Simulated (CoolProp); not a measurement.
The fluid at 298.15 K and 0.356 MPa (stagnation) flows isentropically through a choked orifice. The same conditions are run with several fluids, on thermodynamics alone (safety and materials aside).

Values from CoolProp's reference Helmholtz-energy equation of state of each fluid (chlorine: Thol 2021; CH3F (R41): Lemmon 2006; fluorine: de Reuck 1990; fluoroethane (R161): Wu 2012; R115: Lemmon 2016).

```csv
fluid,throat to inlet pressure ratio,mass flux (kg/(m² s)),throat temperature (K)
chlorine,0.540,1310,255.2
CH3F (R41),0.546,891,259.5
fluorine,0.532,948,251.4
fluoroethane (R161),0.573,1030,273.7
R115,0.595,1790,285.4
```
